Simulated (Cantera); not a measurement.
**Ignition delay**

Mixture: CH4 : C2H6 : C3H8 : O2 : N2 : H2O = 1 : 0.15 : 0.11 : 6.99 : 23.8 : 0.97 (molar parts), at 4.93 atm, adiabatic and at constant volume. Ignition delay is the time to a rise of 400 K.

Model: GRI-Mech 3.0 (53 species, 325 reactions), integrated in Cantera.

```tsv
T0 (K)	delay (ms)
1050	13.1
1100	5.27
1150	2.28
1200	1.07
1250	0.541
1300	0.289
1350	0.163
1400	0.0960
```

```
Property                                                Result
--------------------------------------------------  ----------
apparent activation energy between 1300 and 1400 K  170 kJ/mol
```
